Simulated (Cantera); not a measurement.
Feed: 1 mol SiH2Cl2, 0.25 mol HCl, 29 mol H2, equilibrated at 975 °C and 1.70 bar.

Cantera equilibrium calculation (NASA polynomials, part measured and part estimated; ideal gas, pure solids and liquids). Candidate condensed phases: Si; 19 gas species. The tables' values for SiCl3 are old estimates; treat these amounts as uncertain. The numbers say what is thermodynamically allowed, not how fast it happens.

Base state: H2 0.959, HCl 0.0260, SiHCl3 0.00624, SiCl4 0.00479, SiCl2 0.00177, SiH2Cl2 0.00110, SiCl3 0.00108, SiH3Cl 5.41e-5 (mole fractions); condensed: Si(s).

Problem. What changes in the equilibrium state with this change: temperature from 975 °C to 1377 °C?

Solution. 
| species | before | after |
|---|---|---|
| H2 | 0.959 | 0.940 |
| HCl | 0.0260 | 0.0497 |
| SiCl2 | 0.00177 | 0.00935 |
| H | 3.52e-7 | 6.75e-5 |
| SiCl4 | 0.00479 | 9.91e-5 |
| Si(s), mol | 0.536 | 0.668 |

Problem. What changes in the equilibrium state with this change: temperature from 975 °C to 602 °C?

Solution. 
```
species      before    after
----------  -------  -------
H2            0.959    0.977
SiHCl3      0.00624   0.0112
SiCl4       0.00479  0.00889
HCl          0.0260  0.00170
SiCl2       0.00177  3.75e-6
SiCl3       0.00108  2.40e-5
SiH3Cl      5.41e-5  3.58e-5
Si(s), mol    0.536    0.344
```
